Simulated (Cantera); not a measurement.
Input (Python, Cantera):

```python
import numpy as np
import cantera as ct

gas = ct.Solution("gri30.yaml", transport_model="multicomponent")
show = ['N2', 'C2H2', 'OH']

rows = []
print(f"{'T/K':>7s}{'rho':>11s}{'cp':>10s}{'mu':>11s}{'lambda':>11s}{'Pr':>7s}" + "".join(f"{'D_' + s:>11s}" for s in show))
for T in [400, 600, 800, 1000, 1200, 1400, 1600, 1800]:
    gas.TPX = T, 15000, {'N2O': 0.43}
    Pr = gas.cp_mass * gas.viscosity / gas.thermal_conductivity
    D = [gas.mix_diff_coeffs_mole[gas.species_index(s)] for s in show]
    rows.append([gas.density, gas.cp_mass, gas.viscosity, gas.thermal_conductivity, Pr, *D])
    print(f"{T:7g}{gas.density:11.4e}{gas.cp_mass:10.1f}{gas.viscosity:11.4e}"
          f"{gas.thermal_conductivity:11.4e}{Pr:7.3f}" + "".join(f"{d:11.4e}" for d in D))
print("SI units: kg/m3, J/kg/K, Pa s, W/m/K, m2/s")
```

Result:

```
    T/K        rho        cp         mu     lambda     Pr       D_N2     D_C2H2       D_OH
    400 1.9851e-01     970.3 1.9459e-05 2.5299e-02  0.746 1.7810e-04 1.4204e-04 2.7741e-04
    600 1.3234e-01    1101.3 2.7324e-05 4.0429e-02  0.744 3.6310e-04 2.9740e-04 5.6242e-04
    800 9.9254e-02    1191.6 3.4048e-05 5.4682e-02  0.742 5.9462e-04 4.9381e-04 9.1853e-04
   1000 7.9403e-02    1254.7 4.0022e-05 6.7878e-02  0.740 8.6760e-04 7.2629e-04 1.3382e-03
   1200 6.6169e-02    1294.3 4.5464e-05 7.9761e-02  0.738 1.1786e-03 9.9155e-04 1.8164e-03
   1400 5.6717e-02    1326.8 5.0510e-05 9.1048e-02  0.736 1.5253e-03 1.2873e-03 2.3493e-03
   1600 4.9627e-02    1353.3 5.5249e-05 1.0177e-01  0.735 1.9057e-03 1.6118e-03 2.9342e-03
   1800 4.4113e-02    1374.6 5.9744e-05 1.1197e-01  0.733 2.3182e-03 1.9636e-03 3.5686e-03
SI units: kg/m3, J/kg/K, Pa s, W/m/K, m2/s
```

Detailed kinetics in Cantera: GRI-Mech 3.0 (53 species, 325 reactions). The composition is frozen, though it would react at the higher temperatures.
